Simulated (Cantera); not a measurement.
Input (Python, Cantera) and output of one run.

```python
import numpy as np
import cantera as ct

gas_names = """
    B BH BH2 BH3 BN B2 H H2 N NH NH2 NH3 N2 N2H2 N2H4
""".split()
cond_names = """
    B(b) B(L) BN(s)
""".split()


# ... load() reads the species with a 1 bar reference pressure and builds the phases ...
atoms = {
    'borazine': {'B': 3, 'N': 3, 'H': 6},
    'H2': {'H': 2},
    'N2': {'N': 2},
}
top_T = {'BN(s)': 3200}  # K; cautious upper limits of use, not melting points


# ... equilibrate(T, P, feed) seeds the gas with the atoms and calls Mixture.equilibrate('TP', solver="vcs", rtol=1e-11, max_steps=5000) ...
results = []
feed = {'borazine': 1, 'H2': 150, 'N2': 17}  # mol
for P in [10, 37, 140, 520, 1900, 7200, 27000, 100000]:
    for T in [2048, 2073, 2098, 2123, 2148, 2173, 2198, 2223, 2248, 2273, 2298, 2323, 2348, 2373]:
        mix = equilibrate(T, P, feed)
        results.append((T, P, feed, dict(zip(mix.species_names, mix.species_moles))))

for T, P, feed, n in results:
    print(f"{T:7g} {P:10.4g}  " + (" + ".join(c for c in cond_names if n.get(c, 0) > 1e-12) or "gas only"))
```

It prints:

```
   2048         10  B(b)
   2073         10  B(b)
   2098         10  B(b)
   2123         10  B(b)
   2148         10  B(b)
   2173         10  gas only
   2198         10  gas only
   2223         10  gas only
   2248         10  gas only
   2273         10  gas only
   2298         10  gas only
   2323         10  gas only
   2348         10  gas only
   2373         10  gas only
   2048         37  B(b)
   2073         37  B(b)
   2098         37  B(b)
   2123         37  B(b)
   2148         37  B(b)
   2173         37  B(b)
   2198         37  B(b)
   2223         37  B(b)
   2248         37  gas only
   2273         37  gas only
   2298         37  gas only
   2323         37  gas only
   2348         37  gas only
   2373         37  gas only
   2048        140  B(b)
   2073        140  B(b)
   2098        140  B(b)
   2123        140  B(b)
   2148        140  B(b)
   2173        140  B(b)
   2198        140  B(b)
   2223        140  B(b)
   2248        140  B(b)
   2273        140  B(b)
   2298        140  B(b)
   2323        140  B(b)
   2348        140  gas only
   2373        140  gas only
   2048        520  BN(s)
   2073        520  BN(s)
   2098        520  BN(s)
   2123        520  B(b)
   2148        520  B(b)
   2173        520  B(b)
   2198        520  B(b)
   2223        520  B(b)
   2248        520  B(b)
   2273        520  B(b)
   2298        520  B(b)
   2323        520  B(b)
   2348        520  B(b)
   2373        520  B(L)
   2048       1900  BN(s)
   2073       1900  BN(s)
   2098       1900  BN(s)
   2123       1900  BN(s)
   2148       1900  BN(s)
   2173       1900  BN(s)
   2198       1900  BN(s)
   2223       1900  B(b)
   2248       1900  B(b)
   2273       1900  B(b)
   2298       1900  B(b)
   2323       1900  B(b)
   2348       1900  B(b)
   2373       1900  B(L)
   2048       7200  BN(s)
   2073       7200  BN(s)
   2098       7200  BN(s)
   2123       7200  BN(s)
   2148       7200  BN(s)
   2173       7200  BN(s)
   2198       7200  BN(s)
   2223       7200  BN(s)
   2248       7200  BN(s)
   2273       7200  BN(s)
   2298       7200  BN(s)
   2323       7200  B(b) + BN(s)
   2348       7200  B(b)
   2373       7200  B(L)
   2048    2.7e+04  BN(s)
   2073    2.7e+04  BN(s)
   2098    2.7e+04  BN(s)
   2123    2.7e+04  BN(s)
   2148    2.7e+04  BN(s)
   2173    2.7e+04  BN(s)
   2198    2.7e+04  BN(s)
   2223    2.7e+04  BN(s)
   2248    2.7e+04  BN(s)
   2273    2.7e+04  BN(s)
   2298    2.7e+04  BN(s)
   2323    2.7e+04  BN(s)
   2348    2.7e+04  BN(s)
   2373    2.7e+04  BN(s)
   2048      1e+05  BN(s)
   2073      1e+05  BN(s)
   2098      1e+05  BN(s)
   2123      1e+05  BN(s)
   2148      1e+05  BN(s)
   2173      1e+05  BN(s)
   2198      1e+05  BN(s)
   2223      1e+05  BN(s)
   2248      1e+05  BN(s)
   2273      1e+05  BN(s)
   2298      1e+05  BN(s)
   2323      1e+05  BN(s)
   2348      1e+05  BN(s)
   2373      1e+05  BN(s)
```

These are equilibrium values from Cantera (NASA tables, ideal gas, pure condensed phases), not measurements of a reactor. The feed counts by its element totals alone. Mutual solubility and eutectic melting of coexisting phases are not modelled.
